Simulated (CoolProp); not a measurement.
A single-stage vapour-compression cycle with the fluid: evaporating at 286.15 K (dew point), condensing at 331.15 K (bubble point), superheat 2 K, subcooling 5 K, compressor efficiency 0.9, no pressure losses. The same conditions are run with several fluids, on thermodynamics alone (safety and materials aside).

The numbers come from the reference Helmholtz-energy equation of state of each fluid (R21: Platzer 1990; propane: Lemmon 2009; propyne: Polt 1992; R1224YDZ: Akasaka 2023; R365MFC: Lemmon 2016; R245ca: Zhou 2016) in CoolProp. The equations of Platzer and Polt are older, rougher fits.

### Question
Rank R21, propane, propyne, R1224YDZ, R365MFC, R245ca by cooling COP, highest first.

### Answer
R21 (5.08), propyne (4.93), R245ca (4.87), R365MFC (4.84), R1224YDZ (4.81), propane (4.41)

| fluid | pressure ratio | discharge temperature (K) | refrigerating effect (kJ/kg) | volumetric capacity (kJ/m³) |
|---|---|---|---|---|
| R21 | 4.17 | 358.1 | 196 | 1040 |
| propane | 2.93 | 339.6 | 247 | 3650 |
| propyne | 3.39 | 350.5 | 387 | 2870 |
| R1224YDZ | 4.41 | 331.2 | 125 | 766 |
| R365MFC | 5.42 | 331.1 | 147 | 316 |
| R245ca | 5.02 | 331.1 | 157 | 555 |

The compression ends wet for: R1224YDZ; R365MFC; R245ca.
